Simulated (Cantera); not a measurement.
## Silicon nitride deposition: SiH2Cl2 + NH3 + H2

Input: 1 mol SiH2Cl2, 11 mol NH3, 43 mol H2, at 1400 Pa.

These are equilibrium values from Cantera (NASA tables, ideal gas, pure condensed phases), not measurements of a reactor. Candidate condensed phases: NH4Cl, Si, Si3N4; 28 gas species. The tables' values for SiCl, SiN are old estimates; treat these amounts as uncertain. Gases not in the tables: Si2H6 and higher silanes. Equilibrium is a limit: real reactors are often held back by kinetics, nucleation or transport.

| T (°C) | x H2 | x N2 | x HCl | x H | x Si | x SiCl2 | x SiCl | n Si3N4(s) | n Si(l) |
|---|---|---|---|---|---|---|---|---|---|
| 825 | 0.897 | 0.0729 | 0.0301 | 1.98e-7 | <1e-12 | 1.88e-7 | <1e-12 | 0.333 | 0 |
| 925 | 0.897 | 0.0729 | 0.0301 | 1.52e-6 | <1e-12 | 2.11e-6 | 5.57e-12 | 0.333 | 0 |
| 1025 | 0.897 | 0.0729 | 0.0301 | 8.58e-6 | 1.74e-11 | 1.61e-5 | 3.47e-10 | 0.333 | 0 |
| 1125 | 0.897 | 0.0729 | 0.0300 | 3.79e-5 | 1.71e-9 | 9.04e-5 | 1.18e-8 | 0.331 | 0 |
| 1225 | 0.897 | 0.0731 | 0.0294 | 0.000138 | 9.00e-8 | 0.000387 | 2.45e-7 | 0.325 | 0 |
| 1325 | 0.897 | 0.0736 | 0.0276 | 0.000426 | 2.86e-6 | 0.00125 | 3.29e-6 | 0.305 | 0 |
| 1425 | 0.889 | 0.0820 | 0.0248 | 0.00115 | 4.69e-5 | 0.00248 | 2.40e-5 | 0 | 0.827 |
| 1525 | 0.887 | 0.0819 | 0.0252 | 0.00280 | 0.000220 | 0.00222 | 6.11e-5 | 0 | 0.827 |
| 1625 | 0.883 | 0.0817 | 0.0255 | 0.00621 | 0.000877 | 0.00199 | 0.000140 | 0 | 0.784 |
| 1725 | 0.875 | 0.0813 | 0.0254 | 0.0127 | 0.00304 | 0.00178 | 0.000293 | 0 | 0.620 |
x: gas mole fraction; n: condensed amount in mol.

From 825 °C to 1325 °C the condensed part is Si3N4(s). From 1425 °C to 1725 °C the condensed part is Si(l). The main Si-bearing gas is SiCl4 at 825 °C and Si at 1725 °C.
